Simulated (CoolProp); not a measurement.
Vapour-liquid equilibrium of R22 (1) + dimethyl ether (2) at 198.5 K; x and y are mole fractions of (1).

Computed with CoolProp (multi-fluid Helmholtz-energy mixture model, Kamei 1995 and Wu 2011; pair parameters Bell 2016).

```tsv
x	bubble pressure (MPa)	y at the bubble point	dew pressure at overall composition x (MPa)	liquid density (mol/L)
0.05	0.005919	0.032	0.005864	17.40
0.15	0.005705	0.117	0.005654	17.46
0.25	0.005579	0.238	0.005576	17.51
0.35	0.005642	0.398	0.005599	17.55
0.45	0.006027	0.580	0.005715	17.58
0.55	0.006866	0.749	0.005935	17.60
0.65	0.008238	0.874	0.006293	17.59
0.75	0.01010	0.947	0.006870	17.57
0.85	0.01223	0.982	0.007878	17.52
0.95	0.01425	0.997	0.01023	17.44
```

y crosses x between x = 0.25 and 0.35: the model has an azeotrope there.

Pair parameters are fitted to limited data, so mixtures are less certain than the pure fluids.
